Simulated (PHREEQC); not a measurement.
## Leach liquor: an equilibrium model

Dissolve 0.11 mol/kgw HCl, 0.00031 mol/kgw LiCl and 0.00069 mol/kgw MgSO4 at 25 °C. Closed to the air; pH follows from the charge balance.

Equilibrium calculation in PHREEQC: ion-association model, phreeqc.dat.

Each row changes one thing in this solution. Precipitation was switched off in this run.

```csv
case,pH,ionic strength (mol/kgw),HSO4- (mol/kgw),SO4-2 (mol/kgw),MgSO4 (mol/kgw)
as made,1.05,0.112,0.000551,0.000136,3.03e-6
HCl left out,6.97,0.00283,[?],0.000630,5.90e-5
diluted 5-fold with water,1.71,0.0225,7.60e-5,6.14e-5,6.48e-7
LiCl left out,1.05,0.112,0.000551,0.000136,[?]
diluted 100-fold with water,2.97,0.00113,[?],6.31e-6,7.57e-9
```

Complete the blanks.


- HCl left out, HSO4- (mol/kgw): 5.52e-9
- LiCl left out, MgSO4 (mol/kgw): 3.04e-6
- diluted 100-fold with water, HSO4- (mol/kgw): 5.82e-7

Species that the database lacks are ignored.
